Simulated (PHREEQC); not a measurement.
# Alkaline etch or developer: speciation

Solution (65 °C): 0.14 mol NaOH and 0.019 mol Na2SiO3 per kg of water. Closed to the air; pH follows from the charge balance.

Model: ion-association model, phreeqc.dat, run in PHREEQC.

* **pH**: 11.92
* **ionic strength**: 0.188 mol/kgw
* **activity of water**: 0.994
* **density**: 0.989 g/cm³
* **total alkalinity**: 178 meq/kg

| species | molality | activity | log γ |
|---|---|---|---|
| Na+ | 0.178 | 0.131 | -0.135 |
| OH- | 0.149 | 0.104 | -0.159 |
| H2SiO4-2 | 0.00981 | 0.00286 | -0.536 |
| H3SiO4- | 0.00917 | 0.00647 | -0.151 |
| H4SiO4 | 1.70e-5 | 1.78e-5 | 0.019 |

Precipitation was switched off in this run. Complexes and solids missing from the database can't appear. Constants without temperature data keep their 25 °C values here.
